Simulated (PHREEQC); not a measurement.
Solution (25 °C): 120 mmol/kgw H2SO4, 0.1 mmol/kgw NiSO4 and 2.7 mmol/kgw MnSO4. Closed to the air; pH follows from the charge balance.

All values are PHREEQC results (ion-association model, wateq4f.dat), not measurements.

Problem. The ionic strength comes out as 0.168 mol/kgw. What activity coefficients do HSO4-, SO4-2, Mn+2, Ni+2, H+ get?

Solution. HSO4- 0.74, SO4-2 0.31, Mn+2 0.35, Ni+2 0.32, H+ 0.81.

No solid was allowed to form.
